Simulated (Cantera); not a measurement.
A Cantera script and its output.

```python
import numpy as np
import cantera as ct

gas = ct.Solution("h2o2.yaml")
gas.TPX = 300, 11000, {'H2': 1, 'O2': 0.562, 'N2': 2.42}
flame = ct.FreeFlame(gas, width=0.19)
flame.set_refine_criteria(ratio=3, slope=0.08, curve=0.16)
flame.transport_model = "mixture-averaged"
flame.solve(loglevel=0, auto=True)
z, T = flame.grid, flame.T
thick = (T[-1] - T[0]) / np.gradient(T, z).max()
show = ['H2', 'O2', 'HO2', 'H2O2', 'OH', 'H']
print(f"laminar burning velocity  {flame.velocity[0] * 100:.3f} cm/s")
print(f"burnt temperature         {T[-1]:.1f} K")
print(f"thermal thickness         {thick * 1e3:.4f} mm")
print(f"grid points               {len(z)}")
z0 = z[flame.heat_release_rate.argmax()]
print(f"{'z/mm':>9s}{'T/K':>9s}{'u/(m/s)':>9s}" + "".join(f"{s:>11s}" for s in show))
rows = []
for k in (-3, -2, -1.5, -1, -0.5, -0.25, 0, 0.25, 0.5, 1, 2, 4, 8):
    zz = z0 + k * thick
    rows.append([k * thick, np.interp(zz, z, T), np.interp(zz, z, flame.velocity),
                 *(np.interp(zz, z, flame.X[gas.species_index(s)]) for s in show)])
    print(f"{rows[-1][0] * 1e3:9.3f}{rows[-1][1]:9.1f}{rows[-1][2]:9.3f}" + "".join(f"{x:11.3e}" for x in rows[-1][3:]))
```

Output:

```
laminar burning velocity  151.289 cm/s
burnt temperature         2128.9 K
thermal thickness         6.5848 mm
grid points               123
     z/mm      T/K  u/(m/s)         H2         O2        HO2       H2O2         OH          H
  -19.754    300.0    1.513  2.511e-01  1.411e-01  4.751e-15  4.069e-16  2.793e-18  4.079e-19
  -13.170    300.0    1.513  2.511e-01  1.411e-01  5.947e-13  4.277e-14  2.172e-16  3.175e-17
   -9.877    300.0    1.513  2.511e-01  1.411e-01  5.519e-11  4.045e-12  2.469e-14  2.959e-15
   -6.585    300.0    1.513  2.511e-01  1.411e-01  3.991e-09  2.990e-10  1.365e-11  1.538e-12
   -3.292    303.9    1.527  2.483e-01  1.417e-01  1.548e-05  1.760e-06  1.646e-06  6.820e-07
   -1.646    535.1    2.619  2.146e-01  1.379e-01  6.068e-05  3.460e-05  6.854e-04  3.633e-03
    0.000    969.3    4.597  1.193e-01  1.041e-01  1.656e-05  5.184e-07  1.384e-03  3.245e-02
    1.646   1246.4    5.856  4.175e-02  5.202e-02  6.830e-06  7.714e-07  4.699e-03  5.295e-02
    3.292   1372.7    6.415  2.941e-02  3.978e-02  4.518e-06  7.075e-07  6.646e-03  4.923e-02
    6.585   1505.2    6.980  2.863e-02  3.579e-02  3.376e-06  4.749e-07  8.589e-03  3.878e-02
   13.170   1645.0    7.558  2.731e-02  3.235e-02  2.515e-06  2.518e-07  1.029e-02  2.778e-02
   26.339   1778.0    8.091  2.414e-02  2.897e-02  1.849e-06  1.316e-07  1.123e-02  1.822e-02
   52.678   1901.0    8.570  1.937e-02  2.568e-02  1.316e-06  7.313e-08  1.114e-02  1.056e-02
```

Detailed kinetics in Cantera: the H2/O2 subset of GRI-Mech 3.0, which has no nitrogen chemistry. Burning velocities carry a grid error of a few per cent, more on coarse grids.
